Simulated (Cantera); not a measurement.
Cantera run, input and output.

```python
import numpy as np
import cantera as ct

gas = ct.Solution("h2o2.yaml")
gas.TPX = 1275, 19000, {'H2': 1, 'O2': 1, 'N2': 2.8}
reactor = ct.IdealGasConstPressureReactor(gas, energy="off", clone=False)
net = ct.ReactorNet([reactor])
net.rtol, net.atol = 1e-08, 1e-18
show = ['H2', 'O2', 'H2O', 'H2O2', 'HO2']
times = np.geomspace(0.0007, 8, 12)

steps = ct.SolutionArray(gas, extra=["t"])
rows = []
print(f"{'t/s':>10s}{'T/K':>9s}{'P/Pa':>11s}" + "".join(f"{s:>11s}" for s in show))
for t in times:
    while net.time < t:
        t_next = net.step()
        steps.append(gas.state, t=t_next)
    rows.append([np.interp(t, steps.t, y) for y in (steps.T, steps.P, *steps(*show).X.T)])
    print(f"{t:10.3e}{rows[-1][0]:9.1f}{rows[-1][1]:11.4g}" + "".join(f"{x:11.3e}" for x in rows[-1][2:]))
rate = np.gradient(steps.T, steps.t)
print("integrator steps:", len(steps.t))
if steps.T.max() > steps.T[0] + 200:
    print(f"time of steepest temperature rise: {steps.t[rate.argmax()]:.4e} s")
gas.TPX = 1275, 19000, {'H2': 1, 'O2': 1, 'N2': 2.8}
gas.equilibrate("TP")
print(f"equilibrium (TP): T = {gas.T:.1f} K  " + "  ".join(f"{s} {gas[s].X[0]:.3e}" for s in show))
```

Output:

```
       t/s      T/K       P/Pa         H2         O2        H2O       H2O2        HO2
 7.000e-04   1275.0    1.9e+04  5.557e-03  1.160e-01  2.191e-01  2.457e-06  2.277e-05
 1.637e-03   1275.0    1.9e+04  9.066e-04  1.159e-01  2.304e-01  1.339e-06  1.353e-05
 3.827e-03   1275.0    1.9e+04  1.298e-04  1.161e-01  2.321e-01  4.755e-07  3.926e-06
 8.950e-03   1275.0    1.9e+04  2.392e-05  1.162e-01  2.324e-01  1.652e-07  9.627e-07
 2.093e-02   1275.0    1.9e+04  5.934e-06  1.162e-01  2.325e-01  6.127e-08  2.776e-07
 4.894e-02   1275.0    1.9e+04  1.835e-06  1.163e-01  2.325e-01  2.419e-08  9.539e-08
 1.144e-01   1275.0    1.9e+04  6.569e-07  1.163e-01  2.325e-01  1.004e-08  3.973e-08
 2.676e-01   1275.0    1.9e+04  2.649e-07  1.163e-01  2.325e-01  4.441e-09  2.260e-08
 6.257e-01   1275.0    1.9e+04  1.292e-07  1.163e-01  2.325e-01  2.281e-09  1.886e-08
 1.463e+00   1275.0    1.9e+04  9.118e-08  1.163e-01  2.325e-01  1.634e-09  1.892e-08
 3.421e+00   1275.0    1.9e+04  8.698e-08  1.163e-01  2.325e-01  1.560e-09  1.900e-08
 8.000e+00   1275.0    1.9e+04  8.695e-08  1.163e-01  2.325e-01  1.560e-09  1.901e-08
integrator steps: 1832
equilibrium (TP): T = 1275.0 K  H2 8.695e-08  O2 1.163e-01  H2O 2.325e-01  H2O2 1.560e-09  HO2 1.901e-08
```

Cantera simulation using the H2/O2 subset of GRI-Mech 3.0, which has no nitrogen chemistry; the numbers are that mechanism's predictions, not measurements. The temperature is held fixed by assumption; the heat of reaction is taken as removed at once.
